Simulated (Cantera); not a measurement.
Input (Python, Cantera):

```python
import numpy as np
import cantera as ct

gas = ct.Solution("gri30.yaml")
gas.TPX = 1675, 2666, {'C2H4': 1, 'H2': 58}
inlet = ct.Reservoir(gas, clone=True)

reactor = ct.IdealGasConstPressureReactor(gas, energy="off", clone=False)
exhaust = ct.Reservoir(gas, clone=True)
tau = [11, 4.8, 2.1, 0.9, 0.39, 0.17, 0.073, 0.032, 0.014, 0.0059, 0.0026][0]
for a, b in ((inlet, reactor), (reactor, exhaust)):
    ct.MassFlowController(a, b, mdot=lambda t: reactor.mass / tau)
net = ct.ReactorNet([reactor])
show = ['C2H4', 'H2', 'C2H', 'CH2', 'C2H6', 'CH4', 'CH3']

rows = []
print(f"{'tau/s':>10s}{'T/K':>9s}" + "".join(f"{s:>11s}" for s in show))
for tau in [11, 4.8, 2.1, 0.9, 0.39, 0.17, 0.073, 0.032, 0.014, 0.0059, 0.0026]:
    net.initial_time = 0.0
    net.advance(30 * tau)
    before = gas.X
    net.advance(40 * tau)
    drift = np.max(np.abs(gas.X - before) / (gas.X + 1e-9))
    rows.append([gas.T, *gas[show].X, drift])
    print(f"{tau:10.3e}{gas.T:9.1f}" + "".join(f"{x:11.3e}" for x in gas[show].X))
```

Output:

```
     tau/s      T/K       C2H4         H2        C2H        CH2       C2H6        CH4        CH3
 1.100e+01   1675.0  3.196e-05  9.826e-01  5.387e-08  1.218e-09  9.826e-10  1.358e-04  1.814e-06
 4.800e+00   1675.0  4.212e-05  9.827e-01  4.739e-08  4.833e-10  1.195e-09  6.798e-05  7.978e-07
 2.100e+00   1675.0  7.322e-05  9.829e-01  3.616e-08  1.686e-10  1.896e-09  3.599e-05  3.229e-07
 9.000e-01   1675.0  1.880e-04  9.831e-01  2.232e-08  7.317e-11  3.925e-09  2.153e-05  1.205e-07
 3.900e-01   1675.0  5.863e-04  9.832e-01  1.204e-08  7.577e-11  8.470e-09  1.465e-05  4.610e-08
 1.700e-01   1675.0  1.719e-03  9.832e-01  6.228e-09  1.136e-10  1.594e-08  1.005e-05  1.874e-08
 7.300e-02   1675.0  4.248e-03  9.832e-01  2.985e-09  1.593e-10  2.482e-08  6.114e-06  8.147e-09
 3.200e-02   1675.0  8.050e-03  9.832e-01  1.224e-09  1.763e-10  2.944e-08  3.013e-06  4.111e-09
 1.400e-02   1675.0  1.190e-02  9.831e-01  3.725e-10  1.396e-10  2.506e-08  1.080e-06  2.271e-09
 5.900e-03   1675.0  1.457e-02  9.831e-01  8.038e-11  7.810e-11  1.573e-08  2.766e-07  1.214e-09
 2.600e-03   1675.0  1.586e-02  9.831e-01  1.652e-11  3.786e-11  9.042e-09  6.805e-08  6.603e-10
```

Detailed kinetics in Cantera: GRI-Mech 3.0 (53 species, 325 reactions). GRI-Mech 3.0 was tuned for natural gas; its chemistry of ethylene as a main component is partial and can be far from experiment. GRI-Mech 3.0 stops at C3 and has no aromatics, soot or wall deposition, so with more carbon than oxygen in the feed, carbon stays in small species such as C2H2 where larger ones or solid carbon would form. Radical loss at walls, strong at low pressure, is not modelled.
